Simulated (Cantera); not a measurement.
A closed system holds: 1 mol SiH₄, 1000 mol H₂, equilibrated at 2575 K and 2.60 mbar.

Cantera equilibrium calculation (NASA polynomials, part measured and part estimated; ideal gas, pure solids and liquids). Candidate condensed phases: Si; 9 gas species. Rates play no part.

Base state: H₂ 0.513, H 0.486, Si 0.000748 (mole fractions); condensed: gas only.

### Question
What changes in the equilibrium state with this change: pressure from 2.60 mbar to 0.410 bar?

### Answer
```tsv
species	before	after
H₂	0.513	0.946
H	0.486	0.0526
Si	0.000748	0.000800
SiH	6.46e-6	0.000118
SiH₂	1.62e-7	5.04e-5
```
Gases not in the tables: Si₂H₆ and higher silanes.

### Question
What changes in the equilibrium state with this change: SiH₄ replaced by SiHCl₃?

### Answer
| species | before | after |
|---|---|---|
| H₂ | 0.513 | 0.511 |
| H | 0.486 | 0.486 |
| HCl | 0 | 0.00136 |
| Cl | 0 | 0.000906 |
| Si | 0.000748 | 0.000748 |

### Question
What changes in the equilibrium state with this change: temperature from 2575 K to 1050 K?

### Answer
```json
[
 {"species": "H₂", "before": "0.513", "after": "1.00"},
 {"species": "H", "before": "0.486", "after": "1.59e-7"},
 {"species": "Si", "before": "0.000748", "after": "<1e-9"},
 {"species": "Si(s), mol", "before": "0", "after": "1.000"}
]
```
